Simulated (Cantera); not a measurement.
**Carbothermic reduction: SiO₂ + C + H₂ + CH₄**

A closed system holds: 1 mol SiO₂, 1.3 mol C, 2 mol H₂, 2.6 mol CH₄, held at 2248.15 K and 0.000760 bar.

Method: chemical equilibrium by Gibbs-energy minimisation in Cantera with the NASA 1993 tables (ideal gas, pure condensed phases). Candidate condensed phases: C, C₆H₆, C₇H₈, C₈H₁₈, H₂O, Si, SiC, SiO₂; 123 gas species. Gases not in the tables: Si₂H₆ and higher silanes. Rates play no part.

| Item | Result |
|---|---|
| x(H₂) | 0.541 |
| x(H) | 0.196 |
| x(CO) | 0.176 |
| x(Si) | 0.0707 |
| x(SiC₂) | 0.00813 |
| x(Si₂C) | 0.00363 |
| x(SiO) | 0.00203 |
| x(C₂H₂ (acetylene)) | 0.00179 |
| x(SiH) | 0.000579 |
| n(C(graphite)) | 1.66 mol |
| gas amount | 11.23 mol |
| log10 activity of Si(l) (absent) | -1.03 |
